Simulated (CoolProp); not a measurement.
A simple Rankine cycle with m-xylene: condensing at 328.15 K, boiler at 0.206 MPa, turbine inlet 590.7 K, turbine efficiency 0.8, pump efficiency 0.7, no recuperator. Each further row changes one setting.

Values from CoolProp's reference Helmholtz-energy equation of state, Zhou 2012.

| case | thermal efficiency (%) | net work (kJ/kg) | heat in (kJ/kg) | turbine exit temperature (K) | volume ratio over the turbine |
|---|---|---|---|---|---|
| as stated | 14.8 | 125 | 845 | 528.3 | 35.9 |
| turbine inlet 610.7 K | 14.6 | 130 | 889 | 547.8 | 35.9 |
| condensing temperature 320.15 K | 16.0 | 137 | 860 | ? | 51.8 |
| boiler pressure 0.144 MPa | ? | ? | 847 | ? | 25.2 |
| turbine efficiency 0.7 | ? | 110 | 845 | 536.1 | 36.4 |

**Question.** Complete the blanks.

**Answer.** 
- condensing temperature 320.15 K, turbine exit temperature (K): 522.1
- boiler pressure 0.144 MPa, thermal efficiency (%): 13.5
- boiler pressure 0.144 MPa, net work (kJ/kg): 114
- boiler pressure 0.144 MPa, turbine exit temperature (K): 534.5
- turbine efficiency 0.7, thermal efficiency (%): 13.0
